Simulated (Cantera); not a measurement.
Charge: 1 mol TiO2, a varied amount of H2, at 1475 K and 0.800 bar.

Method: chemical equilibrium by Gibbs-energy minimisation in Cantera with the NASA 1993 tables (ideal gas, pure condensed phases). Candidate condensed phases: H2O, Ti, TiO, TiO2, Ti2O3, Ti3O5, Ti4O7; 12 gas species. Mutual solubility and eutectic melting of coexisting phases are not modelled. Condensed phases not in the tables: Magnéli phases beyond Ti4O7. Gases not in the tables: TiO(OH)2. The numbers say what is thermodynamically allowed, not how fast it happens.

### Question
At 14 mol H2, list the 3 most abundant gas species with their mole fractions, and the condensed phases.

### Answer
H2 0.987, H2O 0.0131, H 1.44e-5. Condensed: TiO2(rutile) + Ti4O7(s).
